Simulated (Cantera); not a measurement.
## Thermodynamics of carbon deposition, reforming and gasification, feed C2H4 + CO2

Charge: 1 mol C2H4, 0.021 mol CO2, held at 240000 Pa.

Equilibrium computed with Cantera from the NASA thermochemical tables; the gas is ideal and each condensed phase is pure. Candidate condensed phases: C, C6H6, C7H8, C8H18, H2O; 110 gas species. Kinetics and transport are ignored.

From 1098 K to 1398 K the condensed part is C(graphite). The main C-bearing gas is CH4 at 1098 K and CO at 1398 K. The share of C in condensed phases is highest at 1398 K (97.0 %) and lowest at 1098 K (91.5 %).

```json
[
 {"T (K)": "1098", "x H2": "0.906", "x CH4": "0.0720", "x CO": "0.0183", "x H2O": "0.00366", "x CO2": "7.35e-5", "x C2H4": "1.75e-6", "x H": "1.52e-8", "x C2H2 (acetylene)": "1.15e-8", "n C(graphite)": "1.85"},
 {"T (K)": "1123", "x H2": "0.919", "x CH4": "0.0595", "x CO": "0.0190", "x H2O": "0.00276", "x CO2": "5.22e-5", "x C2H4": "1.97e-6", "x H": "2.63e-8", "x C2H2 (acetylene)": "2.02e-8", "n C(graphite)": "1.87"},
 {"T (K)": "1148", "x H2": "0.929", "x CH4": "0.0493", "x CO": "0.0195", "x H2O": "0.00209", "x CO2": "3.70e-5", "x C2H4": "2.19e-6", "x H": "4.46e-8", "x C2H2 (acetylene)": "3.45e-8", "n C(graphite)": "1.89"},
 {"T (K)": "1173", "x H2": "0.938", "x CH4": "0.0410", "x CO": "0.0198", "x H2O": "0.00158", "x CO2": "2.63e-5", "x C2H4": "2.43e-6", "x H": "7.37e-8", "x C2H2 (acetylene)": "5.74e-8", "n C(graphite)": "1.90"},
 {"T (K)": "1198", "x H2": "0.944", "x CH4": "0.0343", "x CO": "0.0201", "x H2O": "0.00121", "x CO2": "1.88e-5", "x C2H4": "2.66e-6", "x H": "1.19e-7", "x C2H2 (acetylene)": "9.34e-8", "n C(graphite)": "1.91"},
 {"T (K)": "1223", "x H2": "0.950", "x CH4": "0.0289", "x CO": "0.0202", "x H2O": "0.000927", "x CO2": "1.35e-5", "x C2H4": "2.90e-6", "x H": "1.89e-7", "x C2H2 (acetylene)": "1.49e-7", "n C(graphite)": "1.92"},
 {"T (K)": "1248", "x H2": "0.955", "x CH4": "0.0244", "x CO": "0.0203", "x H2O": "0.000717", "x CO2": "9.81e-6", "x C2H4": "3.15e-6", "x H": "2.95e-7", "x C2H2 (acetylene)": "2.32e-7", "n C(graphite)": "1.93"},
 {"T (K)": "1273", "x H2": "0.958", "x CH4": "0.0207", "x CO": "0.0204", "x H2O": "0.000559", "x CO2": "7.20e-6", "x C2H4": "3.40e-6", "x H": "4.51e-7", "x C2H2 (acetylene)": "3.56e-7", "n C(graphite)": "1.94"},
 {"T (K)": "1298", "x H2": "0.961", "x CH4": "0.0177", "x CO": "0.0205", "x H2O": "0.000439", "x CO2": "5.34e-6", "x C2H4": "3.65e-6", "x H": "6.78e-7", "x C2H2 (acetylene)": "5.37e-7", "n C(graphite)": "1.94"},
 {"T (K)": "1323", "x H2": "0.964", "x CH4": "0.0152", "x CO": "0.0205", "x H2O": "0.000348", "x CO2": "4.00e-6", "x C2H4": "3.91e-6", "x H": "1.01e-6", "x C2H2 (acetylene)": "7.96e-7", "n C(graphite)": "1.95"},
 {"T (K)": "1348", "x H2": "0.966", "x CH4": "0.0131", "x CO": "0.0206", "x H2O": "0.000278", "x CO2": "3.02e-6", "x C2H4": "4.18e-6", "x H": "1.47e-6", "x C2H2 (acetylene)": "1.16e-6", "n C(graphite)": "1.95"},
 {"T (K)": "1373", "x H2": "0.968", "x CH4": "0.0113", "x CO": "0.0206", "x H2O": "0.000224", "x CO2": "2.31e-6", "x C2H4": "4.44e-6", "x H": "2.11e-6", "x C2H2 (acetylene)": "1.67e-6", "n C(graphite)": "1.96"},
 {"T (K)": "1398", "x H2": "0.969", "x CH4": "0.00985", "x CO": "0.0206", "x H2O": "0.000181", "x CO2": "1.78e-6", "x C2H4": "4.71e-6", "x H": "3.01e-6", "x C2H2 (acetylene)": "2.38e-6", "n C(graphite)": "1.96"}
]
```
x: gas mole fraction; n: condensed amount in mol.
